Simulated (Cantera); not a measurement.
Charge: 1 mol CuO, 0.4 mol CH₄, 0.1 mol N₂, at 2575 K.

Cantera equilibrium calculation (NASA polynomials, part measured and part estimated; ideal gas, pure solids and liquids). Candidate condensed phases: C, C₆H₆, C₇H₈, C₈H₁₈, Cu, CuO, Cu(OH)₂, Cu₂O, H₂O; 139 gas species. Rates play no part.

Problem. Which condensed phases are stable at each of these points (P (Pa)): 10, 100, 1000, 10000, 100000, 1000000?

Solution. 
```
P (Pa)   condensed phases  Cu condensed (%)
-------  ----------------  ----------------
10               gas only               0.0
100              gas only               0.0
1000             gas only               0.0
10000            gas only               0.0
100000              Cu(l)              50.8
1000000             Cu(l)              96.3
```

From 10.0 Pa to 0.100 bar nothing is condensed. From 1.00 bar to 10.0 bar the condensed part is Cu(l).
